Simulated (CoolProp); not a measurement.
Methane at 298.15 K and 0.824 MPa flows at 0.2 m/s in a round tube of 100 mm bore and 1.5 µm roughness, fully developed (64/Re and Nu = 3.66 if laminar; Colebrook and Gnielinski if turbulent). Each further row changes one setting.

The numbers come from the reference Helmholtz-energy equation of state, Setzmann 1991 in CoolProp.

| case | Reynolds number | Darcy friction factor | pressure drop (Pa/m) | heat-transfer coefficient (W/(m² K)) | mass flow (kg/h) |
|---|---|---|---|---|---|
| as stated | 9580 | 0.0313 | 0.0338 | 10.1 | 30.6 |
| velocity 0.4 m/s | 19200 | 0.0262 | 0.113 | 17.6 | 61.2 |
| diameter 200 mm | 19200 | 0.0262 | 0.0142 | 8.78 | 122 |

Viscosity comes from a separate model (Quiñones-Cisneros 2006). Thermal conductivity comes from a separate model (Friend 1989).
